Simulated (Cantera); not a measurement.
Cantera run:

```python
import numpy as np
import cantera as ct

gas_names = [...]  # 113 gases of nasa_gas.yaml made of C, H, O, Ti
cond_names = """
    C(gr) C6H6(L) C7H8(L) C8H18(L),n-octa H2O(s) H2O(L) Ti(a) Ti(b) Ti(L) TiC(s) TiC(L) TiO(a) TiO(b)
    TiO(L) TiO2(ru) TiO2(L) Ti2O3(a) Ti2O3(b) Ti2O3(L) Ti3O5(a) Ti3O5(b) Ti3O5(L) Ti4O7(s) Ti4O7(L)
""".split()


# ... load() reads the species with a 1 bar reference pressure and builds the phases ...
atoms = {
    'TiO2': {'Ti': 1, 'O': 2},
    'CO': {'C': 1, 'O': 1},
    'H2': {'H': 2},
}
top_T = {'C(gr)': 4500}  # K; cautious upper limits of use, not melting points


# ... equilibrate(T, P, feed) seeds the gas with the atoms and calls Mixture.equilibrate('TP', solver="vcs", rtol=1e-11, max_steps=5000) ...
results = []
T = 1948  # K
P = 280  # Pa
for m in [2.5, 3.4, 4.3, 5.2, 6.2, 7.1, 8, 8.9, 9.8, 11, 12, 13]:
    feed = {'TiO2': 1, 'CO': m, 'H2': 1}  # mol
    mix = equilibrate(T, P, feed)
    results.append((T, P, feed, dict(zip(mix.species_names, mix.species_moles))))

top = {s: max(r[3][s] / sum(r[3][g] for g in gas_names) for r in results) for s in gas_names}
cols = sorted((s for s in top if top[s] > 1e-06), key=lambda s: -top[s])[:6]
seen = [c for c in cond_names if any(r[3].get(c, 0) > 1e-12 for r in results)]
print("log10 of partial pressures in bar; condensed amounts in mol")
print(f"{'n(CO)':>10s}" + "".join(f"{s[:9]:>10s}" for s in cols + seen))
for T, P, feed, n in results:
    ng = sum(n[g] for g in gas_names)
    print(f"{feed['CO']:10.4g}" + "".join(f"{np.log10(max(n[s] / ng * P / 1e5, 1e-99)):10.3f}" for s in cols)
          + "".join(f"{n.get(c, 0):10.4g}" for c in seen))
```

It prints:

```
log10 of partial pressures in bar; condensed amounts in mol
     n(CO)        CO        H2       H2O       CO2         H        OH  Ti3O5(b)  Ti4O7(s)
       2.5    -2.719    -3.180    -3.922    -4.104    -4.537    -6.323         0      0.25
       3.4    -2.682    -3.271    -4.076    -4.130    -4.582    -6.432         0      0.25
       4.3    -2.659    -3.345    -4.206    -4.162    -4.620    -6.523         0      0.25
       5.2    -2.643    -3.409    -4.317    -4.194    -4.651    -6.603         0      0.25
       6.2    -2.630    -3.469    -4.425    -4.229    -4.682    -6.681         0      0.25
       7.1    -2.622    -3.518    -4.512    -4.259    -4.706    -6.744         0    0.2499
         8    -2.615    -3.564    -4.560    -4.254    -4.729    -6.768   0.07745    0.1919
       8.9    -2.610    -3.606    -4.602    -4.249    -4.750    -6.789     0.158    0.1315
       9.8    -2.606    -3.644    -4.640    -4.245    -4.769    -6.808    0.2385   0.07105
        11    -2.602    -3.690    -4.690    -4.244    -4.792    -6.836    0.3332         0
        12    -2.598    -3.723    -4.752    -4.270    -4.808    -6.881    0.3332         0
        13    -2.595    -3.754    -4.810    -4.294    -4.824    -6.924    0.3332         0
```

These are equilibrium values from Cantera (NASA tables, ideal gas, pure condensed phases), not measurements of a reactor. Mutual solubility and eutectic melting of coexisting phases are not modelled. Condensed phases not in the tables: Magnéli phases beyond Ti4O7.
